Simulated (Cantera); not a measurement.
Charge: 1 mol PH₃, 0.067 mol H₂, equilibrated at 1298.15 K and 340000 Pa.

These are equilibrium values from Cantera (NASA tables, ideal gas, pure condensed phases), not measurements of a reactor. Candidate condensed phases: P; 7 gas species. Rates play no part.

Base state: H₂ 0.843, P₄ 0.113, P₂ 0.0427, PH₃ 0.000921 (mole fractions); condensed: gas only.

Problem. What changes in the equilibrium state with this change: pressure from 340000 Pa to 1000 Pa?

Solution. 
```csv
species,before,after
H₂,0.843,0.765
P₂,0.0427,0.226
P₄,0.113,0.00928
PH₃,0.000921,5.38e-6
```

Problem. What changes in the equilibrium state with this change: pressure from 340000 Pa to 1330 Pa?

Solution. 
```csv
species,before,after
H₂,0.843,0.767
P₂,0.0427,0.221
P₄,0.113,0.0119
PH₃,0.000921,7.13e-6
```
